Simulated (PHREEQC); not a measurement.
Consider water at 58 °C with 0.63 mmol/kgw CaSO4, 0.26 mmol/kgw Na2HPO4 and 7.4 mmol/kgw NaCl. Closed to the air; pH follows from the charge balance.

Computed with PHREEQC (ion-association model, phreeqc.dat).

This is a speciation only: nothing precipitates in the calculation.

Task: Predict the pH, specific conductance.

Result: pH 7.91; specific conductance 1930 µS/cm.

Task: In which forms is P present?

Result: HPO4-2 70 %, CaHPO4 15 %, H2PO4- 8.5 %, CaPO4- 5.7 %, NaHPO4- 0.7 % of the P.

Saturation is exceeded, for instance for Hydroxyapatite; the values hold only as long as no solid forms. Complexes and solids missing from the database can't appear. Constants without temperature data keep their 25 °C values here.
